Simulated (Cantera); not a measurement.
Feed: 1 mol MgSO4, 0.14 mol H2O, 0.16 mol CO2, held at 0.00133 bar.

Equilibrium computed with Cantera from the NASA thermochemical tables; the gas is ideal and each condensed phase is pure. Candidate condensed phases: C, C6H6, C7H8, C8H18, H2O, H2SO4, Mg, MgCO3, MgO, Mg(OH)2, MgS, MgSO4, S; 130 gas species. Equilibrium is a limit: real reactors are often held back by kinetics, nucleation or transport.

### Question
At 948 K, list the 5 most abundant gas species with their mole fractions, and the condensed phases.

### Answer
CO2 0.504, H2O 0.441, SO2 0.0361, O2 0.0181, SO3 0.000610. Condensed: MgO(s) + MgSO4(s).
